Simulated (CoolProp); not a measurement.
Model: reference Helmholtz-energy equation of state, Thol 2017, in CoolProp.

Question: For octamethyltrisiloxane (MDM), give the phase and the density (kg/m³), cp (kJ/(kg K)), cv (kJ/(kg K)), expansivity (1/kK) at 301.85 °C and 3.32 MPa.

Answer: 
- 301.85 °C and 3.32 MPa: supercritical; density 467, cp 2.54, cv 2.13, expansivity 4.72
